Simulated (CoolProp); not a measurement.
Vapour-liquid equilibrium of dimethyl ether (1) + n-hexane (2) at 0.498 MPa; x and y are mole fractions of (1).

The numbers come from the multi-fluid Helmholtz-energy mixture model, Wu 2011 and Thol 2019; pair parameters Bell 2016 in CoolProp.

| x | bubble temperature, mixture model (K) | bubble temperature, Raoult's law (K) | y, mixture model | y, Raoult's law |
|---|---|---|---|---|
| 0.05 | 384.9 | 383.2 | 0.336 | 0.397 |
| 0.125 | 362.1 | 362.5 | 0.641 | 0.674 |
| 0.2 | 345.3 | 347.9 | 0.790 | 0.804 |
| 0.275 | 333.3 | 337.1 | 0.865 | 0.873 |
| 0.35 | 324.6 | 328.6 | 0.907 | 0.915 |
| 0.425 | 318.1 | 321.6 | 0.932 | 0.941 |
| 0.5 | 313.0 | 315.9 | 0.949 | 0.958 |
| 0.575 | 308.8 | 311.0 | 0.961 | 0.971 |
| 0.65 | 305.3 | 306.7 | 0.970 | 0.980 |
| 0.725 | 302.3 | 303.0 | 0.978 | 0.986 |
| 0.8 | 299.4 | 299.7 | 0.984 | 0.991 |
| 0.875 | 296.8 | 296.7 | 0.990 | 0.995 |
| 0.95 | 294.1 | 294.0 | 0.996 | 0.998 |

The largest gap from Raoult's law is -4.0 K in bubble temperature, at x = 0.35. No azeotrope shows between x = 0.05 and 0.95.

The pair parameters rest on a limited set of measurements; away from them the model extrapolates. The gap from Raoult's law changes sign with composition, which may be real or a fault of the pair parameters; it wasn't checked against measurements.
